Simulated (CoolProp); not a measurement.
CF4 (R14) along the isobar 3.87 MPa: fugacity coefficient from the reference equation and from simpler models built on Tc = 227.4 K, pc = 3.762 MPa, ω = 0.178; each cubic takes its own stable root.

Model: reference Helmholtz-energy equation of state, Platzer 1990, in CoolProp. This equation is an older, rougher fit; its heat capacities, sound speeds and derivatives of the liquid may be far off and weren't checked against measurements.

```tsv
T (K)	phase	reference	Redlich-Kwong	Soave-Redlich-Kwong	Peng-Robinson
163.6	liquid	0.08805	0.1131	0.08911	0.08673
187.6	liquid	0.2385	0.2758	0.2433	0.2347
211.5	liquid	0.4724	0.4998	0.4806	0.4632
235.4	supercritical	0.6986	0.6955	0.6998	0.6758
259.3	supercritical	0.7842	0.7756	0.7879	0.7634
283.2	supercritical	0.8405	0.8292	0.8468	0.8229
307.1	supercritical	0.8811	0.8678	0.8890	0.8662
331	supercritical	0.9115	0.8966	0.9201	0.8986
354.9	supercritical	0.9349	0.9186	0.9434	0.9232
378.9	supercritical	0.9533	0.9357	0.9612	0.9424
402.8	supercritical	0.9678	0.9491	0.9748	0.9573
426.7	supercritical	0.9795	0.9597	0.9853	0.9691
450.6	supercritical	0.9889	0.9683	0.9936	0.9784
```
